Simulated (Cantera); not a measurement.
A Cantera script and its output.

```python
import numpy as np
import cantera as ct

gas = ct.Solution("gri30.yaml")
gas.TPX = 500, 35000, {'C3H8': 1, 'O2': 4.55, 'N2': 17.1}
flame = ct.FreeFlame(gas, width=0.083)
flame.set_refine_criteria(ratio=3, slope=0.08, curve=0.16)
flame.transport_model = "mixture-averaged"
flame.solve(loglevel=0, auto=True)
z, T = flame.grid, flame.T
thick = (T[-1] - T[0]) / np.gradient(T, z).max()
show = ['C3H8', 'O2', 'HO2', 'C2H', 'CH2', 'H']
print(f"laminar burning velocity  {flame.velocity[0] * 100:.3f} cm/s")
print(f"burnt temperature         {T[-1]:.1f} K")
print(f"thermal thickness         {thick * 1e3:.4f} mm")
print(f"grid points               {len(z)}")
z0 = z[flame.heat_release_rate.argmax()]
print(f"{'z/mm':>9s}{'T/K':>9s}{'u/(m/s)':>9s}" + "".join(f"{s:>11s}" for s in show))
rows = []
for k in (-3, -2, -1.5, -1, -0.5, -0.25, 0, 0.25, 0.5, 1, 2, 4, 8):
    zz = z0 + k * thick
    rows.append([k * thick, np.interp(zz, z, T), np.interp(zz, z, flame.velocity),
                 *(np.interp(zz, z, flame.X[gas.species_index(s)]) for s in show)])
    print(f"{rows[-1][0] * 1e3:9.3f}{rows[-1][1]:9.1f}{rows[-1][2]:9.3f}" + "".join(f"{x:11.3e}" for x in rows[-1][3:]))
```

Output:

```
laminar burning velocity  136.907 cm/s
burnt temperature         2332.2 K
thermal thickness         0.7048 mm
grid points               145
     z/mm      T/K  u/(m/s)       C3H8         O2        HO2        C2H        CH2          H
   -2.115    500.1    1.371  4.411e-02  2.007e-01  7.591e-08  5.362e-26  5.105e-19  8.666e-13
   -1.410    500.9    1.376  4.403e-02  2.002e-01  1.038e-06  1.488e-22  1.041e-15  3.559e-10
   -1.057    504.6    1.390  4.390e-02  1.993e-01  5.120e-06  4.131e-20  2.551e-13  1.436e-08
   -0.705    538.1    1.494  4.337e-02  1.953e-01  3.132e-05  8.760e-17  2.868e-10  1.352e-06
   -0.352    867.1    2.482  3.370e-02  1.636e-01  9.684e-05  4.010e-11  4.792e-07  1.526e-04
   -0.176   1283.1    3.808  1.254e-02  1.194e-01  2.506e-04  5.664e-08  1.909e-05  1.231e-03
    0.000   1686.4    5.138  5.338e-04  7.023e-02  1.753e-04  3.049e-06  8.818e-05  5.308e-03
    0.176   1873.3    5.738  1.245e-06  4.003e-02  2.227e-05  3.870e-06  4.659e-05  1.042e-02
    0.352   1921.4    5.875  4.370e-10  2.691e-02  3.835e-06  5.042e-07  5.263e-06  1.380e-02
    0.705   1951.2    5.933  2.099e-16  1.923e-02  2.114e-06  1.604e-09  1.843e-08  1.626e-02
    1.410   1983.9    6.003  1.139e-22  1.633e-02  1.762e-06  4.837e-13  7.158e-12  1.633e-02
    2.819   2026.9    6.111  7.375e-31  1.478e-02  1.521e-06  3.003e-18  4.704e-16  1.445e-02
    5.639   2085.5    6.262  1.110e-36  1.308e-02  1.261e-06  3.255e-22  3.449e-16  1.152e-02
```

Cantera simulation using GRI-Mech 3.0 (53 species, 325 reactions); the numbers are that mechanism's predictions, not measurements. GRI-Mech 3.0 was tuned for natural gas; its chemistry of propane as a main component is partial and can be far from experiment. Burning velocities carry a grid error of a few per cent, more on coarse grids.
